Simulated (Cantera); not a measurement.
An isothermal, constant-pressure homogeneous reactor starts with CH₄ : H₂ : H = 0.013 : 1 : 0.024 (molar parts), at 1650 K and 0.0870 bar. Integrator tolerance rtol = 1e-08.

Cantera simulation using GRI-Mech 3.0 (53 species, 325 reactions); the numbers are that mechanism's predictions, not measurements. GRI-Mech 3.0 stops at C3 and has no aromatics, soot or wall deposition, so with more carbon than oxygen in the feed, carbon stays in small species such as C2H2 where larger ones or solid carbon would form.

Q: What does this change do: CH4 0.013 to 0.0025 parts?

A: 
```
quantity                                              before                                      after
-----------------  -----------------------------------------  -----------------------------------------
x(CH₄) at 30.0 s     0.00141 (gas-phase equilibrium 0.00126)  0.000721 (gas-phase equilibrium 0.000524)
x(H₂) at 30.0 s          0.993 (gas-phase equilibrium 0.993)        0.998 (gas-phase equilibrium 0.998)
x(H) at 30.0 s     0.000309 (gas-phase equilibrium 0.000309)  0.000309 (gas-phase equilibrium 0.000310)
x(C₂H₂) at 30.0 s    0.00553 (gas-phase equilibrium 0.00560)  0.000862 (gas-phase equilibrium 0.000960)
x(CH₂) at 30.0 s     2.72e-9 (gas-phase equilibrium 2.43e-9)    1.38e-9 (gas-phase equilibrium 1.01e-9)
x(C₂H₆) at 30.0 s    1.04e-8 (gas-phase equilibrium 9.22e-9)    2.29e-9 (gas-phase equilibrium 1.60e-9)
```
